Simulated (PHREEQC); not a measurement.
Synthetic water in mmol/kgw, 18 °C, pH 1.8, pe 9.2:

```json
[
 {"constituent": "Na", "mmol/kgw": "84.3"},
 {"constituent": "K", "mmol/kgw": "4.21"},
 {"constituent": "Ca", "mmol/kgw": "11.7"},
 {"constituent": "Mg", "mmol/kgw": "3.85"},
 {"constituent": "Cl", "mmol/kgw": "19.6"},
 {"constituent": "S(6)", "mmol/kgw": "70.3"},
 {"constituent": "Zn", "mmol/kgw": "0.0119"},
 {"constituent": "Pb", "mmol/kgw": "0.138"},
 {"constituent": "Fe(3)", "mmol/kgw": "3.85"},
 {"constituent": "Cu(2)", "mmol/kgw": "3.56"}
]
```

Valence states are taken as typed.

The numbers come from PHREEQC with the ion-association model, phreeqc.dat.

Each row changes one thing in this solution. Precipitation was switched off in this run.

```
case                             ionic strength (mol/kgw)  Na+ (mol/kgw)  NaSO4- (mol/kgw)  FeSO4+ (mol/kgw)  Fe(SO4)2- (mol/kgw)  FeHSO4+2 (mol/kgw)  SI of Gypsum (CaSO4:2H2O)  SI of Anglesite (PbSO4)
-------------------------------  ------------------------  -------------  ----------------  ----------------  -------------------  ------------------  -------------------------  -----------------------
as made                                             0.168         0.0801           0.00417           0.00276             0.000635            0.000272                      -0.01                    +0.98
Fe(3) from 3.85 to 7.7 mmol/kgw                     0.167         0.0804                 ?           0.00556                    ?            0.000547                          ?                    +0.97
Na from 84.3 to 169 mmol/kgw                        0.210          0.161           0.00760           0.00278                    ?            0.000282                      -0.05                    +0.96
```

Problem. What belongs in the gaps?

Solution. 
- Fe(3) from 3.85 to 7.7 mmol/kgw, NaSO4- (mol/kgw): 0.00391
- Fe(3) from 3.85 to 7.7 mmol/kgw, Fe(SO4)2- (mol/kgw): 0.00120
- Fe(3) from 3.85 to 7.7 mmol/kgw, SI of Gypsum (CaSO4:2H2O): -0.03
- Na from 84.3 to 169 mmol/kgw, Fe(SO4)2- (mol/kgw): 0.000572

Complexes and solids missing from the database can't appear. Some of these states are supersaturated (in Anglesite, Hematite (slow to form), for instance).
